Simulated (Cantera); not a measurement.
Counterflow diffusion flame

A counterflow diffusion flame at 100000 Pa, nozzles 20 mm apart: fuel side CO : H2 = 1 : 0.95 (molar parts) at 600 K, oxidiser side O2 : N2 = 0.28 : 0.72 (molar parts) at 650 K, fuel mass flux 0.79 times the oxidiser's; mixture-averaged transport, no radiation.

Computed with Cantera and GRI-Mech 3.0 (53 species, 325 reactions). The maximum strain rate includes the flame's own expansion and is several times the mean.

```json
[
 {"oxidiser flux (kg/m²/s)": "0.6", "max strain (1/s)": "472", "mean strain (1/s)": "133", "T max (K)": "2561", "peak x OH": "0.0246", "peak x H": "0.0155", "peak x NO": "0.00105", "peak x CO": "0.550"},
 {"oxidiser flux (kg/m²/s)": "0.83", "max strain (1/s)": "638", "mean strain (1/s)": "184", "T max (K)": "2520", "peak x OH": "0.0249", "peak x H": "0.0171", "peak x NO": "0.000727", "peak x CO": "0.549"},
 {"oxidiser flux (kg/m²/s)": "1.1", "max strain (1/s)": "832", "mean strain (1/s)": "243", "T max (K)": "2481", "peak x OH": "0.0251", "peak x H": "0.0187", "peak x NO": "0.000522", "peak x CO": "0.549"},
 {"oxidiser flux (kg/m²/s)": "1.6", "max strain (1/s)": "1180", "mean strain (1/s)": "354", "T max (K)": "2419", "peak x OH": "0.0251", "peak x H": "0.0213", "peak x NO": "0.000320", "peak x CO": "0.548"},
 {"oxidiser flux (kg/m²/s)": "2.2", "max strain (1/s)": "1590", "mean strain (1/s)": "487", "T max (K)": "2365", "peak x OH": "0.0250", "peak x H": "0.0237", "peak x NO": "0.000212", "peak x CO": "0.547"},
 {"oxidiser flux (kg/m²/s)": "3", "max strain (1/s)": "2130", "mean strain (1/s)": "664", "T max (K)": "2306", "peak x OH": "0.0247", "peak x H": "0.0262", "peak x NO": "0.000142", "peak x CO": "0.548"},
 {"oxidiser flux (kg/m²/s)": "4.1", "max strain (1/s)": "2860", "mean strain (1/s)": "907", "T max (K)": "2244", "peak x OH": "0.0242", "peak x H": "0.0290", "peak x NO": "9.89e-5", "peak x CO": "0.548"},
 {"oxidiser flux (kg/m²/s)": "5.7", "max strain (1/s)": "3910", "mean strain (1/s)": "1260", "T max (K)": "2178", "peak x OH": "0.0236", "peak x H": "0.0321", "peak x NO": "7.11e-5", "peak x CO": "0.547"}
]
```
x: mole fraction; the columns are a selection and need not sum to one.
